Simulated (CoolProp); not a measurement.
Vapour-liquid equilibrium of acetone (1) + toluene (2) at 0.0152 MPa; x and y are mole fractions of (1).

Model: multi-fluid Helmholtz-energy mixture model, Lemmon 2006 and Lemmon 2006; pair parameters Bell 2016, in CoolProp.

```json
[
 {"x": "0.05", "bubble temperature, mixture model (°C)": "44.6", "bubble temperature, Raoult's law (°C)": "49.1", "y, mixture model": "0.388", "y, Raoult's law": "0.261"},
 {"x": "0.125", "bubble temperature, mixture model (°C)": "35.2", "bubble temperature, Raoult's law (°C)": "42.0", "y, mixture model": "0.629", "y, Raoult's law": "0.502"},
 {"x": "0.2", "bubble temperature, mixture model (°C)": "29.5", "bubble temperature, Raoult's law (°C)": "36.4", "y, mixture model": "0.738", "y, Raoult's law": "0.648"},
 {"x": "0.275", "bubble temperature, mixture model (°C)": "25.6", "bubble temperature, Raoult's law (°C)": "31.9", "y, mixture model": "0.799", "y, Raoult's law": "0.743"},
 {"x": "0.35", "bubble temperature, mixture model (°C)": "22.8", "bubble temperature, Raoult's law (°C)": "28.2", "y, mixture model": "0.838", "y, Raoult's law": "0.809"},
 {"x": "0.425", "bubble temperature, mixture model (°C)": "20.5", "bubble temperature, Raoult's law (°C)": "24.9", "y, mixture model": "0.867", "y, Raoult's law": "0.857"},
 {"x": "0.5", "bubble temperature, mixture model (°C)": "18.7", "bubble temperature, Raoult's law (°C)": "22.1", "y, mixture model": "0.890", "y, Raoult's law": "0.892"},
 {"x": "0.575", "bubble temperature, mixture model (°C)": "17.1", "bubble temperature, Raoult's law (°C)": "19.7", "y, mixture model": "0.909", "y, Raoult's law": "0.920"},
 {"x": "0.65", "bubble temperature, mixture model (°C)": "15.6", "bubble temperature, Raoult's law (°C)": "17.5", "y, mixture model": "0.926", "y, Raoult's law": "0.941"},
 {"x": "0.725", "bubble temperature, mixture model (°C)": "14.3", "bubble temperature, Raoult's law (°C)": "15.5", "y, mixture model": "0.943", "y, Raoult's law": "0.959"},
 {"x": "0.8", "bubble temperature, mixture model (°C)": "13.0", "bubble temperature, Raoult's law (°C)": "13.7", "y, mixture model": "0.958", "y, Raoult's law": "0.973"},
 {"x": "0.875", "bubble temperature, mixture model (°C)": "11.7", "bubble temperature, Raoult's law (°C)": "12.1", "y, mixture model": "0.974", "y, Raoult's law": "0.985"},
 {"x": "0.95", "bubble temperature, mixture model (°C)": "10.5", "bubble temperature, Raoult's law (°C)": "10.6", "y, mixture model": "0.989", "y, Raoult's law": "0.994"}
]
```

The largest gap from Raoult's law is -6.9 K in bubble temperature, at x = 0.2. No azeotrope shows between x = 0.05 and 0.95.

The pair parameters rest on a limited set of measurements; away from them the model extrapolates.
